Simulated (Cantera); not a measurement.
A closed system holds: 1 mol SiHCl3, a varied amount of NH3, 13 mol N2, held at 475 °C and 1.00 Torr.

These are equilibrium values from Cantera (NASA tables, ideal gas, pure condensed phases), not measurements of a reactor. Candidate condensed phases: NH4Cl, Si, Si3N4; 28 gas species. Kinetics and transport are ignored.

Question: At 3.9 mol NH3, list the 4 most abundant gas species with their mole fractions, and the condensed phases.

Answer: N2 0.646, H2 0.221, HCl 0.131, SiCl4 0.00110. Condensed: Si3N4(s).
